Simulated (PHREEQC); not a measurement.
Solution (2 °C): 0.74 mol/kgw KHCO3, 0.081 mol/kgw NaOH and 0.67 mol/kgw KCl. Closed to the air; pH follows from the charge balance.

Model: ion-association model, wateq4f.dat, run in PHREEQC.

No solid was allowed to form.

Problem. Estimate the pH.

Solution. pH 9.09.

Problem. In which forms is Na present?

Solution. Na+ 83 %, NaHCO3 10 %, NaCO3- 6.8 % of the Na.

Ionic strength above about 0.7 mol/kgw puts this run outside the model's range. Complexes and solids missing from the database can't appear. Constants without temperature data keep their 25 °C values here.
